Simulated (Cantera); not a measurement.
Cantera with NASA thermochemical tables; ideal gases at 1 bar, condensed phases pure. Values are per mole of reaction as written; species without (g) are pure solids or liquids, kept so even where they would boil at 1 bar.

Question: Between 350 and 450 K, where is each reaction favourable under standard conditions?
- TiCl3 + Cl(g) = TiCl4
- TiCl3(g) = Ti + 3 Cl(g)

Answer: 
- TiCl3 + Cl(g) = TiCl4: ΔG° is -185 kJ at 350 K and -181 kJ at 450 K; it stays negative (K > 1). ΔH° is -200 kJ and ΔS° -42 J/K at 450 K.
- TiCl3(g) = Ti + 3 Cl(g): ΔG° is 830 kJ at 350 K and 808 kJ at 450 K; it stays positive (K < 1). ΔH° is 906 kJ and ΔS° 216 J/K at 450 K.
